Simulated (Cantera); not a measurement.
Feed: 1 mol SiH₂Cl₂, 0.57 mol NO, 130 mol N₂, held at 1.90 mbar.

These are equilibrium values from Cantera (NASA tables, ideal gas, pure condensed phases), not measurements of a reactor. Candidate condensed phases: H₂O, NH₄Cl, Si, SiO₂, Si₂N₂O, Si₃N₄; 47 gas species. Mutual solubility and eutectic melting of coexisting phases are not modelled. The numbers say what is thermodynamically allowed, not how fast it happens. All values below are at 1075 K.

Base state: N₂ 0.985, HCl 0.0149, H₂ 0.000152, SiCl₄ 7.54e-5 (mole fractions); condensed: SiO₂(β-quartz) + Si₂N₂O(s).

What changes in the equilibrium state with this change: N₂ from 130 to 6.1 mol?


```csv
species,before,after
N₂,0.985,0.750
HCl,0.0149,0.240
H₂,0.000152,0.00658
SiCl₄,7.54e-5,0.00328
SiCl₃,7.60e-7,1.35e-5
"SiO₂(β-quartz), mol",0.0500,0.0553
"Si₂N₂O(s), mol",0.470,0.459
```
The tables' values for SiCl₃ are old estimates; treat these amounts as uncertain.
